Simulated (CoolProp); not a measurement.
Values from CoolProp's reference Helmholtz-energy equation of state, Zhou 2011.

Question: Give the vapour pressure (kPa), liquid density (kg/m³), liquid cp (kJ/(kg K)) of saturated dimethyl carbonate at 322.1, 344.3 K.

Answer: 
```tsv
T (K)	p (kPa)	liquid density (kg/m³)	liquid cp (kJ/(kg K))
322.1	22.3	1030	1.87
344.3	53.2	1000	1.91
```
